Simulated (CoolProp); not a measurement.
Vapour-liquid equilibrium of R1234ze(E) (1) + n-pentane (2) at 0.607 MPa; x and y are mole fractions of (1).

Values from CoolProp's multi-fluid Helmholtz-energy mixture model, Thol 2016 and Thol 2019; pair parameters Bell 2016.

```tsv
x	bubble temperature, mixture model (°C)	bubble temperature, Raoult's law (°C)	y, mixture model	y, Raoult's law
0.05	87.2	92.7	___	0.215
0.2	60.9	74.2	___	0.583
0.35	___	61.4	0.789	0.761
0.5	42.4	51.9	0.846	0.861
0.65	___	44.4	0.884	0.923
0.8	___	38.3	0.921	0.964
0.95	32.6	33.2	0.974	0.992
```

### Question
Fill in the missing entries.

### Answer

- 0.05, y, mixture model: 0.275
- 0.2, y, mixture model: 0.663
- 0.35, bubble temperature, mixture model (°C): 48.6
- 0.65, bubble temperature, mixture model (°C): 38.5
- 0.8, bubble temperature, mixture model (°C): 35.5

The largest gap from Raoult's law is -13.3 K in bubble temperature, at x = 0.2. No azeotrope shows between x = 0.05 and 0.95.

Pair parameters are fitted to limited data, so mixtures are less certain than the pure fluids.
